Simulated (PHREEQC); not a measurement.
A solution holds 17.2 mmol/kgw H3BO3 and 1.22 mmol/kgw K2HPO4, at 25 °C. Closed to the air; pH follows from the charge balance.

Computed with PHREEQC (ion-association model, phreeqc.dat).

No solid was allowed to form.

Problem. Estimate the pH, ionic strength.

Solution. pH 7.53; ionic strength 0.00331 mol/kgw.

Problem. In which forms is P present?

Solution. HPO4-2 71 %, H2PO4- 28 % of the P.

Species that the database lacks are ignored.
